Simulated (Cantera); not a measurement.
Standard-state values (1 bar) from the NASA 1993 polynomials, evaluated with Cantera. Values are per mole of reaction as written; species without (g) are pure solids or liquids, kept so even where they would boil at 1 bar.

### Question
Between 598 and 1498 K, where is each reaction favourable under standard conditions?
- 4 Al2O(g) + 4 CH3(g) ⇌ 3 CH3OH(g) + CO(g) + 8 Al

### Answer
- 4 Al2O(g) + 4 CH3(g) ⇌ 3 CH3OH(g) + CO(g) + 8 Al: ΔG° is -337 kJ at 598 K and 155 kJ at 1498 K; it changes sign between 1098 and 1198 K. ΔH° is -566 kJ and ΔS° -481 J/K at 1498 K.
